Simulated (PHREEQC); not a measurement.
Solution (25 °C): 0.87 mmol/kgw Zn(NO3)2 and 0.0003 mmol/kgw H4SiO4. Closed to the air; pH follows from the charge balance.

All values are PHREEQC results (ion-association model, phreeqc.dat), not measurements.

```
Property                        Value
--------------------  ---------------
pH                               6.05
ionic strength        0.00261 mol/kgw
specific conductance        206 µS/cm
```

| species | molality | activity | log γ |
|---|---|---|---|
| NO3- | 0.00174 | 0.00164 | -0.025 |
| Zn+2 | 0.000869 | 0.000696 | -0.096 |
| H+ | 9.40e-7 | 8.92e-7 | -0.023 |
| ZnOH+ | 9.06e-7 | 8.56e-7 | -0.024 |
| H4SiO4 | 3.00e-7 | 3.00e-7 | 0.000 |
| OH- | 1.20e-8 | 1.14e-8 | -0.025 |
| Zn(OH)2 | 1.10e-8 | 1.10e-8 | 0.000 |

This is a speciation only: nothing precipitates in the calculation.
